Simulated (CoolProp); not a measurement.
A simple Rankine cycle with cyclohexane: condensing at 320.15 K, boiler at 3.45 MPa, turbine inlet 545.3 K, turbine efficiency 0.8, pump efficiency 0.8, no recuperator. Each further row changes one setting.

Computed with CoolProp (reference Helmholtz-energy equation of state, Zhou 2014).

| case | thermal efficiency (%) | net work (kJ/kg) | heat in (kJ/kg) | turbine exit temperature (K) | volume ratio over the turbine |
|---|---|---|---|---|---|
| as stated | 20.7 | 150 | 721 | ? | ? |
| turbine inlet 565.3 K | 20.5 | 162 | 791 | ? | ? |
| condensing temperature 312.15 K | ? | 160 | 737 | 429.8 | 213 |
| boiler pressure 2.42 MPa | 19.7 | 151 | 765 | 456.2 | 84.3 |
| turbine efficiency 0.7 | ? | 130 | 721 | 444.9 | 161 |

**Question.** What belongs in the gaps?

**Answer.** 
- as stated, turbine exit temperature (K): 435.1
- as stated, volume ratio over the turbine: 157
- turbine inlet 565.3 K, turbine exit temperature (K): 463.2
- turbine inlet 565.3 K, volume ratio over the turbine: 135
- condensing temperature 312.15 K, thermal efficiency (%): 21.7
- turbine efficiency 0.7, thermal efficiency (%): 18.0
